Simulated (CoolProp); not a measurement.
Vapour-liquid equilibrium of CH2F2 (R32) (1) + dimethyl ether (2) at 0.00427 MPa; x and y are mole fractions of (1).

Computed with CoolProp (multi-fluid Helmholtz-energy mixture model, Tillner-Roth 1997 and Wu 2011; pair parameters Bell 2016).

```csv
x,bubble temperature (°C),y at the bubble point,dew temperature at overall composition x (°C),liquid density (mol/L)
0.05,-81.2,0.187,-79.8,17.82
0.15,-84.8,0.460,-80.8,18.47
0.25,-87.9,0.635,-82.0,19.16
0.35,-90.4,0.748,-83.3,19.87
0.45,-92.4,0.822,-84.7,20.61
0.55,-94.0,0.874,-86.3,21.39
0.65,-95.4,0.911,-88.2,22.23
0.75,-96.5,0.940,-90.5,23.12
0.85,-97.4,0.965,-93.3,24.08
0.95,-98.3,0.988,-96.9,25.12
```

No azeotrope shows between x = 0.05 and 0.95.

Pair parameters are fitted to limited data, so mixtures are less certain than the pure fluids. The gap from Raoult's law changes sign with composition, which may be real or a fault of the pair parameters; it wasn't checked against measurements.
